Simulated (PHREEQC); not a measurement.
Make-up at 20 °C: 13 mmol/kgw TMAH. Closed to the air; pH follows from the charge balance.

Model: ion-association model, wateq4f.dat, run in PHREEQC.

```yaml
pH: 12.23
ionic_strength: 0.0130 mol/kgw
total_alkalinity: 13.0 meq/kg
```

| species | molality | activity | log γ |
|---|---|---|---|
| OH- | 0.0130 | 0.0116 | -0.051 |
| (CH3)4N+ | 0.0130 | 0.0116 | -0.050 |

Precipitation was switched off in this run. (CH3)4N+ isn't in the database: it is added as a free cation with an ion size of 4 Å.
